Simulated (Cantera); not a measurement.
**Reactions in the system H-Ni-S**

Cantera with NASA thermochemical tables; ideal gases at 1 bar, condensed phases pure. Values are per mole of reaction as written; species without (g) are pure solids or liquids, kept so even where they would boil at 1 bar.

H₂(g) + NiS → Ni + H₂S(g)

```json
[
 {"T (K)": "1573", "ΔH° (kJ)": "9.7", "ΔS° (J/K)": "-7.8", "ΔG° (kJ)": "22.0", "log10 K": "-0.73", "condensed phases": "NiS(l), Ni(s)"},
 {"T (K)": "1723", "ΔH° (kJ)": "6.7", "ΔS° (J/K)": "-9.6", "ΔG° (kJ)": "23.3", "log10 K": "-0.71", "condensed phases": "NiS(l), Ni(s)"},
 {"T (K)": "1873", "ΔH° (kJ)": "21.2", "ΔS° (J/K)": "-1.1", "ΔG° (kJ)": "23.4", "log10 K": "-0.65", "condensed phases": "NiS(l), Ni(l)"},
 {"T (K)": "2023", "ΔH° (kJ)": "18.6", "ΔS° (J/K)": "-2.5", "ΔG° (kJ)": "23.7", "log10 K": "-0.61", "condensed phases": "NiS(l), Ni(l)"},
 {"T (K)": "2173", "ΔH° (kJ)": "16.0", "ΔS° (J/K)": "-3.7", "ΔG° (kJ)": "24.1", "log10 K": "-0.58", "condensed phases": "NiS(l), Ni(l)"}
]
```

2 H(g) + NiS → H₂S(g) + Ni

| T (K) | ΔH° (kJ) | ΔS° (J/K) | ΔG° (kJ) | log10 K | condensed phases |
|---|---|---|---|---|---|
| 1573 | -440.6 | -126.0 | -242.5 | 8.05 | NiS(l), Ni(s) |
| 1723 | -444.8 | -128.5 | -223.4 | 6.77 | NiS(l), Ni(s) |
| 1873 | -431.6 | -120.7 | -205.4 | 5.73 | NiS(l), Ni(l) |
| 2023 | -435.3 | -122.7 | -187.1 | 4.83 | NiS(l), Ni(l) |
| 2173 | -439.0 | -124.4 | -168.6 | 4.05 | NiS(l), Ni(l) |
